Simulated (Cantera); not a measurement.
What does this Cantera script print?

```python
import numpy as np
import cantera as ct

gas_names = """
    CL CL2 H HCL H2 N NH NH2 NH3 N2 N2H2 N2H4 Si SiCL SiCL2 SiCL3 SiCL4 SiH SiHCL3 SiH2 SiH2CL2 SiH3
    SiH3CL SiH4 SiN Si2 Si2N Si3
""".split()
cond_names = """
    NH4CL(a) NH4CL(b) Si(cr) Si(L) Si3N4(a)
""".split()


# ... load() reads the species with a 1 bar reference pressure and builds the phases ...
atoms = {
    'Si2Cl6': {'Si': 2, 'CL': 6},
    'HCl': {'H': 1, 'CL': 1},
    'N2': {'N': 2},
}
top_T = {'Si3N4(a)': 2400}  # K; cautious upper limits of use, not melting points


# ... equilibrate(T, P, feed) seeds the gas with the atoms and calls Mixture.equilibrate('TP', solver="vcs", rtol=1e-11, max_steps=5000) ...
results = []
feed = {'Si2Cl6': 1, 'HCl': 0.52, 'N2': 12}  # mol
T = 1175  # K
P = 860  # Pa
mix = equilibrate(T, P, feed)
results.append((T, P, feed, dict(zip(mix.species_names, mix.species_moles))))
x = sorted(zip(gas.X, gas.species_names), reverse=True)
print(f"T = {T:g} K  P = {P:g} Pa  gas = {mix.phase_moles(0):.4g} mol")
print("   x: " + "  ".join(f"{s} {v:.3e}" for v, s in x if v > 0.0001))
print("   condensed (mol): " + ("  ".join(f"{mix.phase(i).name} {mix.phase_moles(i):.4g}"
      for i in range(1, mix.n_phases) if mix.phase_moles(i) > 1e-12) or "none"))
```

It prints:

```
T = 1175 K  P = 860 Pa  gas = 13.71 mol
   x: N2 8.521e-01  SiCL4 1.077e-01  HCL 3.632e-02  SiCL3 2.481e-03  H2 7.853e-04  SiCL2 5.587e-04
   condensed (mol): Si3N4(a) 0.1606
```

Method: chemical equilibrium by Gibbs-energy minimisation in Cantera with the NASA 1993 tables (ideal gas, pure condensed phases). The feed counts by its element totals alone. N2 is the only nitrogen source here; it is nearly inert below about 1500 K, so the nitride shown seldom forms there in practice. The tables' values for SiCl3 are old estimates; treat these amounts as uncertain.
